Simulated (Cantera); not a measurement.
Cantera run, input and output.

```python
import numpy as np
import cantera as ct

gas = ct.Solution("gri30.yaml")
gas.TPX = 1500, 36000, {'CO': 0.018, 'O2': 0.003, 'H2O': 0.00012, 'N2': 1, 'CH4': 0.076}
reactor = ct.IdealGasConstPressureReactor(gas, energy="off", clone=False)
net = ct.ReactorNet([reactor])
net.rtol, net.atol = 1e-08, 1e-18
show = ['CO', 'O2', 'H2O', 'H', 'H2O2', 'HO2']
times = np.geomspace(0.0005, 5, 14)

steps = ct.SolutionArray(gas, extra=["t"])
rows = []
print(f"{'t/s':>10s}{'T/K':>9s}{'P/Pa':>11s}" + "".join(f"{s:>11s}" for s in show))
for t in times:
    while net.time < t:
        t_next = net.step()
        steps.append(gas.state, t=t_next)
    rows.append([np.interp(t, steps.t, y) for y in (steps.T, steps.P, *steps(*show).X.T)])
    print(f"{t:10.3e}{rows[-1][0]:9.1f}{rows[-1][1]:11.4g}" + "".join(f"{x:11.3e}" for x in rows[-1][2:]))
rate = np.gradient(steps.T, steps.t)
print("integrator steps:", len(steps.t))
if steps.T.max() > steps.T[0] + 200:
    print(f"time of steepest temperature rise: {steps.t[rate.argmax()]:.4e} s")
gas.TPX = 1500, 36000, {'CO': 0.018, 'O2': 0.003, 'H2O': 0.00012, 'N2': 1, 'CH4': 0.076}
gas.equilibrate("TP")
print(f"equilibrium (TP): T = {gas.T:.1f} K  " + "  ".join(f"{s} {gas[s].X[0]:.3e}" for s in show))
```

Output:

```
       t/s      T/K       P/Pa         CO         O2        H2O          H       H2O2        HO2
 5.000e-04   1500.0    3.6e+04  1.641e-02  2.734e-03  1.096e-04  1.704e-08  1.151e-09  4.570e-08
 1.015e-03   1500.0    3.6e+04  1.641e-02  2.734e-03  1.101e-04  1.837e-08  1.070e-09  4.224e-08
 2.062e-03   1500.0    3.6e+04  1.641e-02  2.733e-03  1.114e-04  2.252e-08  8.833e-10  3.493e-08
 4.188e-03   1500.0    3.6e+04  1.641e-02  2.729e-03  1.155e-04  3.289e-08  7.681e-10  3.041e-08
 8.506e-03   1500.0    3.6e+04  1.641e-02  2.717e-03  1.276e-04  5.690e-08  7.766e-10  3.072e-08
 1.728e-02   1500.0    3.6e+04  1.642e-02  2.681e-03  1.654e-04  1.235e-07  9.151e-10  3.614e-08
 3.509e-02   1500.0    3.6e+04  1.649e-02  2.564e-03  2.896e-04  3.282e-07  1.063e-09  4.211e-08
 7.126e-02   1500.0    3.6e+04  1.672e-02  2.192e-03  6.953e-04  9.175e-07  1.083e-09  4.332e-08
 1.447e-01   1500.0    3.6e+04  1.726e-02  1.303e-03  1.672e-03  1.977e-06  6.739e-10  2.705e-08
 2.939e-01   1500.0    3.6e+04  1.779e-02  3.900e-04  2.685e-03  2.715e-06  1.815e-10  7.220e-09
 5.969e-01   1500.0    3.6e+04  1.789e-02  3.836e-05  3.045e-03  3.189e-06  1.966e-11  7.739e-10
 1.212e+00   1500.0    3.6e+04  1.774e-02  2.162e-07  3.005e-03  4.051e-06  1.399e-13  5.447e-12
 2.462e+00   1500.0    3.6e+04  1.758e-02  5.388e-13  2.896e-03  5.246e-06  2.535e-17  1.898e-17
 5.000e+00   1500.0    3.6e+04  1.754e-02  1.852e-15  2.772e-03  6.581e-06  2.501e-17  1.397e-18
integrator steps: 1592
equilibrium (TP): T = 1500.0 K  CO 2.053e-02  O2 1.656e-25  H2O 1.261e-08  H 9.263e-06  H2O2 6.396e-28  HO2 4.465e-29
```

Cantera simulation using GRI-Mech 3.0 (53 species, 325 reactions); the numbers are that mechanism's predictions, not measurements. GRI-Mech 3.0 stops at C3 and has no aromatics, soot or wall deposition, so with more carbon than oxygen in the feed, carbon stays in small species such as C2H2 where larger ones or solid carbon would form.
